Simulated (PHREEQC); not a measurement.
Dissolve 0.013 mol Cu(BF4)2, 1.3 mol HCl and 0.0016 mol KCl per kg of water at 20 °C. Closed to the air; pH follows from the charge balance.

Equilibrium calculation in PHREEQC: ion-association model, wateq4f.dat.

Precipitation was switched off in this run.

Q: Order these F species by the share of F that they hold, largest first: BF4-, H2F2, BF3OH-, HF.

A: BF4- (87 %), HF (10 %), BF3OH- (1.4 %), H2F2 (0.93 %)

Q: Order these B species by the share of B that they hold, largest first: BF4-, BF2(OH)2-, H3BO3, BF3OH-.

A: BF4- (87 %), H3BO3 (11 %), BF3OH- (1.9 %), BF2(OH)2- (0.14 %)

The pH is 0.02 and the ionic strength 1.33 mol/kgw. Caution: at this ionic strength the ion-association model is outside its range; a Pitzer model would be the better tool where its parameters exist. Complexes and solids missing from the database can't appear. Real BF4- forms and hydrolyses slowly; the run takes it at equilibrium.
